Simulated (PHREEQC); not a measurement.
**Acid mine or pickling water**

Synthetic water in mg/L, 25 °C, pH 2.59, pe 9: Na 216; K 691; Ca 242; Mg 121; Cl 243; S(6) as SO4 2430; Fe(3) 49.4.

Valence states are taken as typed.

Computed with PHREEQC (ion-association model, wateq4f.dat).

Each row changes one thing in this solution. Precipitation was switched off in this run.

```
case                                             ionic strength (mol/kgw)  K+ (mol/kgw)  SO4-2 (mol/kgw)  Na+ (mol/kgw)  Ca+2 (mol/kgw)  Mg+2 (mol/kgw)  SI of Gypsum (CaSO4:2H2O)  SI of Fe(OH)3(a) (Fe(OH)3)
-----------------------------------------------  ------------------------  ------------  ---------------  -------------  --------------  --------------  -------------------------  --------------------------
as made                                                            0.0670        0.0169           0.0167        0.00911         0.00375         0.00288                      -0.36                       -2.27
Mg from 121 to 363 mg/L                                            0.0758        0.0171           0.0142        0.00917         0.00407         0.00947                      -0.42                       -2.19
all concentrations times 3 at the same typed pH                     0.183        0.0490           0.0460         0.0267         0.00968         0.00722                      +0.22                       -2.16
K from 691 to 1380 mg/L                                            0.0757        0.0339           0.0164        0.00914         0.00388         0.00299                      -0.38                       -2.25
```

Species that the database lacks are ignored. Some of these states are supersaturated (in Jarosite-K, Hematite (slow to form), Gypsum, for instance).
